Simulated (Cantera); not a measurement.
An isothermal, constant-pressure homogeneous reactor starts with NO : N2 = 1 : 1.1 (molar parts), at 2125 K and 0.0263 atm.

Cantera simulation using GRI-Mech 3.0 (53 species, 325 reactions); the numbers are that mechanism's predictions, not measurements. Radical loss at walls, strong at low pressure, is not modelled.

x: mole fraction; the columns are a selection and need not sum to one.

```json
[
 {"t (s)": "1.00e-5", "x NO": "0.476", "x O2": "2.80e-11", "x O": "1.65e-7", "x N2": "0.524", "x N2O": "1.65e-7", "x NO2": "1.93e-11"},
 {"t (s)": "3.03e-5", "x NO": "0.476", "x O2": "2.58e-10", "x O": "5.01e-7", "x N2": "0.524", "x N2O": "4.99e-7", "x NO2": "1.76e-10"},
 {"t (s)": "9.20e-5", "x NO": "0.476", "x O2": "…", "x O": "…", "x N2": "0.524", "x N2O": "…", "x NO2": "…"},
 {"t (s)": "0.000279", "x NO": "0.476", "x O2": "2.21e-8", "x O": "4.68e-6", "x N2": "0.524", "x N2O": "4.51e-6", "x NO2": "1.39e-8"},
 {"t (s)": "0.000847", "x NO": "0.476", "x O2": "…", "x O": "…", "x N2": "0.524", "x N2O": "…", "x NO2": "…"},
 {"t (s)": "0.00257", "x NO": "0.476", "x O2": "2.06e-6", "x O": "4.85e-5", "x N2": "0.524", "x N2O": "3.54e-5", "x NO2": "7.03e-7"},
 {"t (s)": "0.00779", "x NO": "0.476", "x O2": "2.26e-5", "x O": "0.000173", "x N2": "0.524", "x N2O": "7.63e-5", "x NO2": "3.25e-6"},
 {"t (s)": "0.0236", "x NO": "0.475", "x O2": "0.000260", "x O": "0.000573", "x N2": "0.524", "x N2O": "0.000101", "x NO2": "9.96e-6"},
 {"t (s)": "0.0717", "x NO": "0.470", "x O2": "0.00218", "x O": "0.00117", "x N2": "0.526", "x N2O": "8.83e-5", "x NO2": "1.76e-5"},
 {"t (s)": "0.217", "x NO": "0.453", "x O2": "0.0107", "x O": "0.00158", "x N2": "0.535", "x N2O": "7.56e-5", "x NO2": "2.56e-5"},
 {"t (s)": "0.659", "x NO": "0.391", "x O2": "0.0411", "x O": "0.00236", "x N2": "0.565", "x N2O": "4.97e-5", "x NO2": "3.93e-5"},
 {"t (s)": "2.00", "x NO": "0.211", "x O2": "0.130", "x O": "0.00376", "x N2": "0.655", "x N2O": "1.20e-5", "x NO2": "3.80e-5"}
]
```

Problem. Complete the blanks.

Solution. 
- 9.20e-5, x O2: 2.39e-9
- 9.20e-5, x O: 1.53e-6
- 9.20e-5, x N2O: 1.51e-6
- 9.20e-5, x NO2: 1.60e-9
- 0.000847, x O2: 2.08e-7
- 0.000847, x O: 1.47e-5
- 0.000847, x N2O: 1.31e-5
- 0.000847, x NO2: 1.10e-7
